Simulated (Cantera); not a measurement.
What does this Cantera script print?

```python
import numpy as np
import cantera as ct

gas_names = [...]  # 136 gases of nasa_gas.yaml made of C, H, N, O
cond_names = """
    C(gr) C6H6(L) C7H8(L) C8H18(L),n-octa H2O(s) H2O(L)
""".split()


# ... load() reads the species with a 1 bar reference pressure and builds the phases ...
atoms = {
    'CO2': {'C': 1, 'O': 2},
    'H2': {'H': 2},
    'N2': {'N': 2},
}
top_T = {'C(gr)': 4500}  # K; cautious upper limits of use, not melting points


# ... equilibrate(T, P, feed) seeds the gas with the atoms and calls Mixture.equilibrate('TP', solver="vcs", rtol=1e-11, max_steps=5000) ...
results = []
feed = {'CO2': 1, 'H2': 0.059, 'N2': 31}  # mol
T = 2025  # K
P = 770  # Pa
mix = equilibrate(T, P, feed)
results.append((T, P, feed, dict(zip(mix.species_names, mix.species_moles))))
print(gas.report(threshold=1e-06))
for i in range(1, mix.n_phases):
    print(f"{mix.phase(i).name:16s} {mix.phase_moles(i):12.5e} mol")
```

Result:

```
       temperature   2025 K
          pressure   770 Pa
           density   0.0012969 kg/m^3
  mean mol. weight   28.357 kg/kmol
   phase of matter   gas

                          1 kg             1 kmol
                     ---------------   ---------------
          enthalpy        1.6886e+06        4.7883e+07  J
   internal energy        1.0948e+06        3.1046e+07  J
           entropy             10439        2.9603e+05  J/K
    Gibbs function       -1.9451e+07       -5.5158e+08  J
 heat capacity c_p            1291.8             36631  J/K
 heat capacity c_v            998.58             28317  J/K

                      mass frac. Y      mole frac. X     chem. pot. / RT
                     ---------------   ---------------   ---------------
                CO         0.0082316         0.0083337           -43.964
               CO2          0.035292          0.022741           -63.786
                 H        8.3047e-06        0.00023363           -16.735
                H2        8.0665e-06        0.00011346           -33.471
               H2O        0.00091948         0.0014473           -53.293
                NO         0.0010575        0.00099941           -35.766
                N2           0.95115            0.9628           -31.887
                 O        0.00026283        0.00046585           -19.822
                OH        0.00018684        0.00031152           -36.558
                O2         0.0028828         0.0025547           -39.645
     [ +126 minor]        4.6937e-08         4.051e-08

C(gr)             0.00000e+00 mol
```

These are equilibrium values from Cantera (NASA tables, ideal gas, pure condensed phases), not measurements of a reactor.
